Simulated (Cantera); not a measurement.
A Cantera script and what it prints.

```python
import numpy as np
import cantera as ct

gas_names = """
    CL CLO CL2 Fe FeCL FeCL2 FeCL3 FeO Fe(OH)2 Fe2CL4 Fe2CL6 H HCL HOCL HO2 H2 H2O H2O2 O OH O2 O3
""".split()
cond_names = """
    Fe(a) Fe(c) Fe(d) Fe(L) FeCL2(s) FeCL2(L) FeCL3(s) FeCL3(L) FeO(s) FeO(L) Fe(OH)2(s) Fe(OH)3(s)
    Fe2O3(s) Fe3O4(s) H2O(s) H2O(L)
""".split()


# ... load() reads the species with a 1 bar reference pressure and builds the phases ...
atoms = {
    'Fe2O3': {'Fe': 2, 'O': 3},
    'HCl': {'H': 1, 'CL': 1},
    'O2': {'O': 2},
}
top_T = {'Fe2O3(s)': 1830, 'Fe3O4(s)': 1870}  # K; cautious upper limits of use, not melting points


# ... equilibrate(T, P, feed) seeds the gas with the atoms and calls Mixture.equilibrate('TP', solver="vcs", rtol=1e-11, max_steps=5000) ...
results = []
feed = {'Fe2O3': 1, 'HCl': 3.4, 'O2': 0.5}  # mol
P = 8.4  # Pa
for T in [723, 798, 873, 948, 1023, 1098, 1173]:
    mix = equilibrate(T, P, feed)
    results.append((T, P, feed, dict(zip(mix.species_names, mix.species_moles))))

top = {s: max(r[3][s] / sum(r[3][g] for g in gas_names) for r in results) for s in gas_names}
cols = sorted((s for s in top if top[s] > 0.001), key=lambda s: -top[s])[:6]
seen = [c for c in cond_names if any(r[3].get(c, 0) > 1e-12 for r in results)]
print("log10 of partial pressures in bar; condensed amounts in mol")
print(f"{'T/K':>10s}" + "".join(f"{s[:9]:>10s}" for s in cols + seen))
for T, P, feed, n in results:
    ng = sum(n[g] for g in gas_names)
    print(f"{T:10.4g}" + "".join(f"{np.log10(max(n[s] / ng * P / 1e5, 1e-99)):10.3f}" for s in cols)
          + "".join(f"{n.get(c, 0):10.4g}" for c in seen))
```

Result:

```
log10 of partial pressures in bar; condensed amounts in mol
       T/K       HCL        O2       H2O       CL2     FeCL2        CL  Fe2O3(s)
       723    -4.209    -5.120    -5.136    -5.136   -11.402    -8.455         1
       798    -4.185    -5.067    -5.297    -5.298    -9.819    -7.698    0.9999
       873    -4.171    -5.037    -5.438    -5.445    -8.522    -7.076    0.9997
       948    -4.163    -5.019    -5.551    -5.586    -7.455    -6.560    0.9984
      1023    -4.162    -5.006    -5.609    -5.758    -6.601    -6.143    0.9926
      1098    -4.170    -4.992    -5.555    -6.028    -5.995    -5.844    0.9746
      1173    -4.191    -4.979    -5.394    -6.405    -5.613    -5.653    0.9414
```

Cantera equilibrium calculation (NASA polynomials, part measured and part estimated; ideal gas, pure solids and liquids). Condensed phases not in the tables: FeOCl.
